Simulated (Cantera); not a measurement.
Feed: 1 mol CH3Cl, 0.053 mol CH4, held at 0.160 bar.

Method: chemical equilibrium by Gibbs-energy minimisation in Cantera with the NASA 1993 tables (ideal gas, pure condensed phases). Candidate condensed phases: C, C6H6, C7H8, C8H18; 91 gas species. Kinetics and transport are ignored.

x: gas mole fraction; n: condensed amount in mol.

```tsv
T (K)	x H2	x HCl	x H	x Cl	x C2H2 (acetylene)	x C2H	n C(graphite)
2098	0.521	0.469	0.00555	0.00368	0.000744	2.04e-7	1.05
2148	0.520	0.467	0.00751	0.00494	0.000995	4.30e-7	1.05
2198	0.518	0.464	0.0100	0.00654	0.00131	8.75e-7	1.05
2248	0.515	0.461	0.0132	0.00854	0.00171	1.72e-6	1.05
2298	0.512	0.457	(withheld)	(withheld)	(withheld)	(withheld)	1.04
2348	0.509	0.452	0.0220	0.0140	0.00278	6.12e-6	1.04
2398	0.505	0.446	0.0280	0.0177	0.00349	1.11e-5	1.04
2448	0.499	0.439	0.0352	0.0220	0.00432	1.95e-5	1.03
2498	0.493	0.431	0.0437	0.0270	0.00529	3.36e-5	1.03
2548	0.485	0.421	(withheld)	(withheld)	(withheld)	(withheld)	1.02
2598	0.477	0.410	0.0657	0.0396	0.00767	9.27e-5	1.02
2648	0.467	0.397	0.0794	0.0472	0.00909	0.000149	1.01
2698	0.455	0.383	0.0951	0.0557	0.0106	0.000235	1.00
```

Task: Complete the blanks.

Result: 
- 2298, x H: 0.0171
- 2298, x Cl: 0.0110
- 2298, x C2H2 (acetylene): 0.00219
- 2298, x C2H: 3.30e-6
- 2548, x H: 0.0539
- 2548, x Cl: 0.0329
- 2548, x C2H2 (acetylene): 0.00640
- 2548, x C2H: 5.64e-5
